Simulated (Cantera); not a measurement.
Cantera run:

```python
import numpy as np
import cantera as ct

gas_names = """
    Ca CaF CaF2 CaO CaOH CaO2H2 Ca2 F FO FO2 F2 F2O H HF HOF HO2 H2 H2F2 H2O H2O2 H3F3 H4F4 H5F5 H6F6
    H7F7 O OH O2 O3
""".split()
cond_names = """
    Ca(a) Ca(b) Ca(L) CaF2(a) CaF2(b) CaF2(L) CaO(s) CaO(L) CaO2H2(s) H2O(s) H2O(L)
""".split()


def load(file, names, dense=False):
    # The tables refer to 1 bar. Condensed volumes are neglected.
    table = {s.name: s for s in ct.Species.list_from_file(file)}
    out = []
    for n in names:
        d = dict(table[n].input_data)
        d["thermo"] = dict(d["thermo"], **{"reference-pressure": 1e5})
        if dense:
            d["equation-of-state"] = {"model": "constant-volume", "density": "1e6 g/cm^3"}
        out.append(ct.Species.from_dict(d))
    return out


gas = ct.Solution(thermo="ideal-gas", species=load("nasa_gas.yaml", gas_names))
cond = {s.name: ct.Solution(thermo="fixed-stoichiometry", species=[s], name=s.name)
        for s in load("nasa_condensed.yaml", cond_names, dense=True)}
atoms = {
    'CaO': {'Ca': 1, 'O': 1},
    'HF': {'H': 1, 'F': 1},
    'H2': {'H': 2},
}
top_T = {}  # K; cautious upper limits of use, not melting points


def equilibrate(T, P, feed):
    n = {}
    for name, mol in feed.items():
        for a, k in atoms[name].items():
            n[a] = n.get(a, 0.0) + k * mol
    gas.TPX = T, P, n
    mass = sum(n.values()) * gas.mean_molecular_weight
    gas.equilibrate("TP")
    valid = [c for c in cond.values() if c.min_temp <= T <= top_T.get(c.name, c.max_temp)]
    mix = ct.Mixture([(gas, mass / gas.mean_molecular_weight)] + [(c, 0.0) for c in valid])
    mix.T, mix.P = T, P
    mix.equilibrate("TP", solver="vcs", rtol=1e-11, max_steps=5000)
    return mix


results = []
feed = {'CaO': 1, 'HF': 2.5, 'H2': 2.4}  # mol
P = 17000  # Pa
for T in [1448, 1473, 1498, 1523, 1548, 1573, 1598, 1623, 1648, 1673, 1698, 1723, 1748, 1773]:
    mix = equilibrate(T, P, feed)
    results.append((T, P, feed, dict(zip(mix.species_names, mix.species_moles))))
    x = sorted(zip(gas.X, gas.species_names), reverse=True)
    print(f"T = {T:g} K  P = {P:g} Pa  gas = {mix.phase_moles(0):.4g} mol")
    print("   x: " + "  ".join(f"{s} {v:.3e}" for v, s in x if v > 1e-05))
    print("   condensed (mol): " + ("  ".join(f"{mix.phase(i).name} {mix.phase_moles(i):.4g}"
          for i in range(1, mix.n_phases) if mix.phase_moles(i) > 1e-12) or "none"))
```

It prints:

```
T = 1448 K  P = 17000 Pa  gas = 3.9 mol
   x: H2 6.154e-01  H2O 2.564e-01  HF 1.282e-01  H 1.754e-05
   condensed (mol): CaF2(b) 1
T = 1473 K  P = 17000 Pa  gas = 3.9 mol
   x: H2 6.154e-01  H2O 2.564e-01  HF 1.282e-01  H 2.407e-05
   condensed (mol): CaF2(b) 1
T = 1498 K  P = 17000 Pa  gas = 3.9 mol
   x: H2 6.154e-01  H2O 2.564e-01  HF 1.282e-01  H 3.269e-05  CaF2 1.230e-05
   condensed (mol): CaF2(b) 1
T = 1523 K  P = 17000 Pa  gas = 3.9 mol
   x: H2 6.153e-01  H2O 2.564e-01  HF 1.282e-01  H 4.397e-05  CaF2 2.076e-05
   condensed (mol): CaF2(b) 0.9999
T = 1548 K  P = 17000 Pa  gas = 3.9 mol
   x: H2 6.153e-01  H2O 2.564e-01  HF 1.282e-01  H 5.858e-05  CaF2 3.438e-05
   condensed (mol): CaF2(b) 0.9999
T = 1573 K  P = 17000 Pa  gas = 3.9 mol
   x: H2 6.153e-01  H2O 2.564e-01  HF 1.282e-01  H 7.735e-05  CaF2 5.591e-05
   condensed (mol): CaF2(b) 0.9998
T = 1598 K  P = 17000 Pa  gas = 3.901 mol
   x: H2 6.152e-01  H2O 2.564e-01  HF 1.282e-01  H 1.013e-04  CaF2 8.938e-05
   condensed (mol): CaF2(b) 0.9997
T = 1623 K  P = 17000 Pa  gas = 3.901 mol
   x: H2 6.152e-01  H2O 2.564e-01  HF 1.282e-01  CaF2 1.406e-04  H 1.315e-04
   condensed (mol): CaF2(b) 0.9995
T = 1648 K  P = 17000 Pa  gas = 3.901 mol
   x: H2 6.151e-01  H2O 2.563e-01  HF 1.282e-01  CaF2 2.176e-04  H 1.694e-04
   condensed (mol): CaF2(b) 0.9992
T = 1673 K  P = 17000 Pa  gas = 3.902 mol
   x: H2 6.150e-01  H2O 2.563e-01  HF 1.281e-01  CaF2 3.319e-04  H 2.166e-04
   condensed (mol): CaF2(b) 0.9987
T = 1698 K  P = 17000 Pa  gas = 3.902 mol
   x: H2 6.149e-01  H2O 2.562e-01  HF 1.281e-01  CaF2 4.948e-04  H 2.750e-04
   condensed (mol): CaF2(L) 0.9981
T = 1723 K  P = 17000 Pa  gas = 3.903 mol
   x: H2 6.147e-01  H2O 2.562e-01  HF 1.281e-01  CaF2 7.123e-04  H 3.468e-04
   condensed (mol): CaF2(L) 0.9972
T = 1748 K  P = 17000 Pa  gas = 3.905 mol
   x: H2 6.144e-01  H2O 2.561e-01  HF 1.280e-01  CaF2 1.014e-03  H 4.344e-04  OH 1.056e-05
   condensed (mol): CaF2(L) 0.996
T = 1773 K  P = 17000 Pa  gas = 3.907 mol
   x: H2 6.141e-01  H2O 2.560e-01  HF 1.280e-01  CaF2 1.427e-03  H 5.407e-04  OH 1.397e-05
   condensed (mol): CaF2(L) 0.9944
```

Cantera equilibrium calculation (NASA polynomials, part measured and part estimated; ideal gas, pure solids and liquids).
